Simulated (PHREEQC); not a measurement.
A solution holds 0.21 mol AgNO3, 0.062 mol HNO3 and 7.5e-05 mol Cu(NO3)2 per kg of water, at 25 °C. Closed to the air; pH follows from the charge balance.

Equilibrium calculation in PHREEQC: ion-association model, wateq4f.dat.

```json
[
 {"quantity": "pH", "before": "1.31", "after": "1.98"},
 {"quantity": "SI of Tenorite (CuO)", "before": "-9.65", "after": "-8.82"},
 {"quantity": "SI of Cu(OH)2 (Cu(OH)2)", "before": "-10.67", "after": "-9.84"}
]
```

Q: Which change was made?
A) diluted 5-fold with water
B) AgNO3 from 0.21 to 0.042 mol/kgw
C) diluted 10-fold with water
D) AgNO3 replaced by Cd(NO3)2 at the same molality

A: A, diluted 5-fold with water

This is a speciation only: nothing precipitates in the calculation.
